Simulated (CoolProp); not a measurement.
Ammonia along the isobar 15000 kPa: fugacity coefficient from the reference equation and from simpler models built on Tc = 132.4 °C, pc = 11360 kPa, ω = 0.256; each cubic takes its own stable root.

The numbers come from the reference Helmholtz-energy equation of state, Gao 2020 in CoolProp.

```
T (°C)   phase  reference  van der Waals  Redlich-Kwong  Soave-Redlich-Kwong  Peng-Robinson
------  ------  ---------  -------------  -------------  -------------------  -------------
-31.75  liquid   0.008540        0.08040        0.01761             0.008773       0.008744
-27.35  liquid    0.01050        0.08816        0.02113              0.01085        0.01077
-22.85  liquid    0.01286        0.09652        0.02523              0.01336        0.01321
-18.35  liquid    0.01562         0.1053        0.02988              0.01630        0.01607
-13.95  liquid    0.01872         0.1143        0.03499              0.01963        0.01930
-9.45   liquid    0.02237         0.1240        0.04082              0.02355        0.02309
-5.05   liquid    0.02644         0.1338        0.04713              0.02794        0.02732
-0.55   liquid    0.03114         0.1443        0.05425              0.03304        0.03223
3.85    liquid    0.03631         0.1549        0.06187              0.03865        0.03763
8.35    liquid    0.04222         0.1662        0.07037              0.04509        0.04381
12.85   liquid    0.04880         0.1778        0.07958              0.05228        0.05070
17.25   liquid    0.05591         0.1896        0.08930              0.06006        0.05815
21.75   liquid    0.06391         0.2020        0.09997              0.06882        0.06654
26.15   liquid    0.07247         0.2144         0.1111              0.07822        0.07552
30.65   liquid    0.08201         0.2275         0.1233              0.08870        0.08553
```
